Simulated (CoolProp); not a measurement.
Properties of hexamethyldisiloxane (MM) along the isotherm 204.35 °C.

Values from CoolProp's reference Helmholtz-energy equation of state, Thol 2016.

```tsv
p (MPa)	phase	Z	cv (kJ/(kg K))	Joule-Thomson coefficient (K/MPa)	expansivity (1/kK)
0.00916	gas	0.9977	1.911	10.68	2.111
0.0138	gas	0.9966	1.911	10.70	2.119
0.0208	gas	0.9948	1.911	10.73	2.132
0.0314	gas	0.9922	1.912	10.78	2.152
0.0474	gas	0.9882	1.912	10.85	2.182
0.0716	gas	0.9821	1.913	10.96	2.229
0.108	gas	0.9728	1.915	11.14	2.303
0.163	gas	0.9584	1.918	11.41	2.424
0.246	gas	0.9361	1.922	11.87	2.627
0.371	gas	0.9009	1.929	12.67	2.994
0.559	gas	0.8431	1.942	14.23	3.756
0.844	gas	0.7389	1.969	18.19	5.966
1.27	liquid	0.1001	1.998	0.8966	4.597
1.92	liquid	0.1484	1.993	0.6512	3.904
2.9	liquid	0.2191	1.987	0.4285	3.286
```
